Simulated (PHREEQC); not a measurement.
Na2CO3 is added in steps, without added water, to 1 kg of water holding 8.6e-05 mol/kgw Ag2SO4, 0.013 mol/kgw NaCl and 0.001 mol/kgw Na2SO4, at 64 °C. O2 is buffered at 0.21 atm. No CO2 enters from the air. No solid was allowed to form.

Base run: PHREEQC, ion-association model, wateq4f.dat. Each further column changes one thing. The table gives NaCO3- (mol/kgw).

```
Na2CO3 added (mol)     base  NaCl from 0.013 to 0.065 mol/kgw  Na2SO4 from 0.001 to 0.01 mol/kgw  Ag2SO4 from 8.6e-05 to 0.00043 mol/kgw  solids may form
------------------  -------  --------------------------------  ---------------------------------  --------------------------------------  ---------------
0                         0                                 0                                  0                                       0                0
1.813e-05           2.39e-7                           7.95e-7                            4.37e-7                                 2.38e-7          2.39e-7
3.625e-05           9.09e-7                           2.87e-6                            1.63e-6                                 9.05e-7          9.09e-7
7.25e-05            3.33e-6                           9.67e-6                            5.76e-6                                 3.32e-6          3.33e-6
9.062e-05           5.00e-6                           1.41e-5                            8.52e-6                                 4.98e-6          5.00e-6
0.0001088           6.93e-6                           1.89e-5                            1.17e-5                                 6.90e-6          6.93e-6
0.0001269           9.10e-6                           2.43e-5                            1.52e-5                                 9.06e-6          9.10e-6
0.0001631           1.41e-5                           3.60e-5                            2.30e-5                                 1.40e-5          1.41e-5
0.0001812           1.68e-5                           4.23e-5                            2.73e-5                                 1.68e-5          1.68e-5
0.0001994           1.98e-5                           4.89e-5                            3.18e-5                                 1.97e-5          1.98e-5
0.0002175           2.29e-5                           5.57e-5                            3.65e-5                                 2.28e-5          2.29e-5
0.0002538           2.95e-5                           6.99e-5                            4.64e-5                                 2.94e-5          2.95e-5
0.0002719           3.30e-5                           7.73e-5                            5.16e-5                                 3.29e-5          3.30e-5
0.00029             3.66e-5                           8.48e-5                            5.70e-5                                 3.65e-5          3.66e-5
```

In at least one series the solution becomes supersaturated in solids that the run did not let form, among them Cerargyrite. Constants without temperature data keep their 25 °C values here. Solids allowed in the column 'solids may form': Cerargyrite, Ag2O, Ag2CO3, Ag2SO4, Halite, Mirabilite, Nahcolite, Natron.
